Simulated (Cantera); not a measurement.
# Adiabatic ignition

An adiabatic, constant-volume homogeneous reactor starts with CO : H₂ : O₂ : N₂ = 1 : 0.091 : 0.925 : 3.48 (molar parts), at 1700 K and 3750 Torr.

Model: GRI-Mech 3.0 (53 species, 325 reactions), integrated in Cantera. The hydrogen kinetics of GRI-Mech 3.0 are dated; newer H2 mechanisms differ, most at raised pressure.

| t (s) | T (K) | P (bar) | x CO | x H₂ | x O₂ | x NO | x NO₂ | x HO₂ |
|---|---|---|---|---|---|---|---|---|
| 3.00e-6 | 1702 | 5.01 | 0.181 | 0.0151 | 0.167 | 2.17e-9 | 2.16e-12 | 5.36e-5 |
| 1.18e-5 | 2258 | 6.45 | 0.0988 | 0.00112 | 0.105 | 6.82e-5 | 1.85e-7 | 2.68e-5 |
| 4.68e-5 | 2893 | 7.95 | 0.0530 | 0.000621 | 0.0917 | 0.00297 | 3.94e-6 | 1.10e-5 |
| 0.000185 | 2932 | 8.02 | 0.0472 | 0.000560 | 0.0843 | 0.0150 | 1.64e-5 | 1.13e-5 |
| 0.000729 | 2920 | 7.98 | 0.0464 | 0.000558 | 0.0798 | 0.0242 | 2.58e-5 | 1.07e-5 |
| 0.00288 | 2920 | 7.98 | 0.0464 | 0.000558 | 0.0796 | 0.0246 | 2.62e-5 | 1.07e-5 |
| 0.0114 | 2920 | 7.98 | 0.0464 | 0.000558 | 0.0796 | 0.0246 | 2.62e-5 | 1.07e-5 |
| 0.0449 | 2920 | 7.98 | 0.0464 | 0.000558 | 0.0796 | 0.0246 | 2.62e-5 | 1.07e-5 |
| 0.177 | 2920 | 7.98 | 0.0464 | 0.000558 | 0.0796 | 0.0246 | 2.62e-5 | 1.07e-5 |
| 0.700 | 2920 | 7.98 | 0.0464 | 0.000558 | 0.0796 | 0.0246 | 2.62e-5 | 1.07e-5 |
x: mole fraction; the columns are a selection and need not sum to one.

time of steepest temperature rise: 8.50 µs
temperature at 0.700 s: 2920 K
equilibrium temperature: 2920 K
x(CO) at 0.700 s: 0.0464 (gas-phase equilibrium 0.0464)
x(H₂) at 0.700 s: 0.000558 (gas-phase equilibrium 0.000558)
x(O₂) at 0.700 s: 0.0796 (gas-phase equilibrium 0.0796)
